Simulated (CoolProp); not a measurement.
Vapour-liquid equilibrium of carbon dioxide (1) + CH2F2 (R32) (2) at 10.9 bar; x and y are mole fractions of (1).

Model: multi-fluid Helmholtz-energy mixture model, Span 1996 and Tillner-Roth 1997; pair parameters Bell 2016, in CoolProp.

```json
[
 {"x": "0.05", "bubble temperature, mixture model (K)": "278.2", "bubble temperature, Raoult's law (K)": "277.8", "y, mixture model": "…", "y, Raoult's law": "0.180"},
 {"x": "0.2", "bubble temperature, mixture model (K)": "…", "bubble temperature, Raoult's law (K)": "266.1", "y, mixture model": "…", "y, Raoult's law": "0.528"},
 {"x": "0.35", "bubble temperature, mixture model (K)": "257.6", "bubble temperature, Raoult's law (K)": "257.3", "y, mixture model": "0.674", "y, Raoult's law": "0.718"},
 {"x": "0.5", "bubble temperature, mixture model (K)": "250.6", "bubble temperature, Raoult's law (K)": "250.5", "y, mixture model": "0.798", "y, Raoult's law": "0.832"},
 {"x": "0.65", "bubble temperature, mixture model (K)": "245.1", "bubble temperature, Raoult's law (K)": "245.0", "y, mixture model": "…", "y, Raoult's law": "0.905"},
 {"x": "0.8", "bubble temperature, mixture model (K)": "240.5", "bubble temperature, Raoult's law (K)": "240.4", "y, mixture model": "0.940", "y, Raoult's law": "0.955"},
 {"x": "0.95", "bubble temperature, mixture model (K)": "236.6", "bubble temperature, Raoult's law (K)": "236.6", "y, mixture model": "0.986", "y, Raoult's law": "0.991"}
]
```

What belongs in the gaps?


- 0.05, y, mixture model: 0.147
- 0.2, bubble temperature, mixture model (K): 266.6
- 0.2, y, mixture model: 0.475
- 0.65, y, mixture model: 0.880

The largest gap from Raoult's law is +0.5 K in bubble temperature, at x = 0.2. No azeotrope shows between x = 0.05 and 0.95.

The pair parameters rest on a limited set of measurements; away from them the model extrapolates.
